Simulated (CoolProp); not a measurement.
Vapour-liquid equilibrium of R114 (1) + R113 (2) at 0.635 MPa; x and y are mole fractions of (1).

The numbers come from the multi-fluid Helmholtz-energy mixture model, Platzer 1990 and Marx 1992; pair parameters Bell 2016 in CoolProp. This equation is an older, rougher fit; its heat capacities, sound speeds and derivatives of the liquid may be far off and weren't checked against measurements.

| x | bubble temperature (°C) | y at the bubble point | dew temperature at overall composition x (°C) | liquid density (mol/L) |
|---|---|---|---|---|
| 0.05 | 112.7 | 0.116 | 115.0 | 7.093 |
| 0.2 | 101.5 | 0.397 | 109.6 | 7.251 |
| 0.35 | 91.9 | 0.597 | 103.6 | 7.386 |
| 0.5 | 83.7 | 0.740 | 96.8 | 7.500 |
| 0.65 | 76.7 | 0.843 | 89.0 | 7.594 |
| 0.8 | 70.7 | 0.921 | 79.8 | 7.672 |
| 0.95 | 65.3 | 0.982 | 68.2 | 7.736 |

No azeotrope shows between x = 0.05 and 0.95.

Pair parameters are fitted to limited data, so mixtures are less certain than the pure fluids.
